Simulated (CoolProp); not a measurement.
The numbers come from the reference Helmholtz-energy equation of state, Schmidt 1985 in CoolProp.

Question: Give the vapour pressure (kPa), vapour density (kg/m³), enthalpy of vaporisation (kJ/kg) of saturated oxygen at -157.65, -145.05, -126.05 °C.

Answer: 
```
T (°C)   p (kPa)  vapour density (kg/m³)  enthalpy of vaporisation (kJ/kg)
-------  -------  ----------------------  --------------------------------
-157.65      780                    30.1                               181
-145.05     1590                    61.7                               157
-126.05     3760                     176                              96.1
```
